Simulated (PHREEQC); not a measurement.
Dissolve 0.0023 mol/kgw HF, 0.2 mol/kgw NH3 and 0.00077 mol/kgw NaCl at 25 °C. Closed to the air; pH follows from the charge balance.

The numbers come from PHREEQC with the ion-association model, wateq4f.dat.

No solid was allowed to form.

Question: Estimate the pH, ionic strength.

Answer: pH 11.03; ionic strength 0.00422 mol/kgw.

Question: In which forms is N present?

Answer: NH3 98 %, NH4+ 1.7 % of the N.
